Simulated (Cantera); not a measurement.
A closed system holds: 1 mol SiF4, 11 mol NH3, 10 mol H2, equilibrated at 10.0 mbar.

These are equilibrium values from Cantera (NASA tables, ideal gas, pure condensed phases), not measurements of a reactor. Candidate condensed phases: Si, Si3N4; 37 gas species. The tables' values for SiF3 are old estimates; treat these amounts as uncertain. Kinetics and transport are ignored. All values below are at 1175 K.

Base state: H2 0.802, N2 0.166, SiF4 0.0295, HF 0.00180, SiHF3 0.000324, SiF3 0.000182 (mole fractions); condensed: Si3N4(s).

Q: What changes in the equilibrium state with this change: SiF4 replaced by trisilylamine?

A: 
```tsv
species	before	after
H2	0.802	0.886
N2	0.166	0.114
SiF4	0.0295	0
HF	0.00180	0
SiHF3	0.000324	0
SiF3	0.000182	0
Si3N4(s), mol	0.00354	1.00
```
The feed counts by its element totals alone.
